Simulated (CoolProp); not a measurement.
Model: reference Helmholtz-energy equation of state, Span 2000, in CoolProp.

Q: Give the vapour pressure (bar), liquid cp (kJ/(kg K)), surface tension (mN/m), vapour viscosity (µPa s) of saturated nitrogen at 97.9 K.

A: 
```
T (K)  p (bar)  liquid cp (kJ/(kg K))  surface tension (mN/m)  vapour viscosity (µPa s)
-----  -------  ---------------------  ----------------------  ------------------------
97.9      6.71                   2.27                    4.50                      7.22
```

Viscosity comes from a separate model (Lemmon 2004). Surface tension comes from a separate correlation (Mulero 2012).
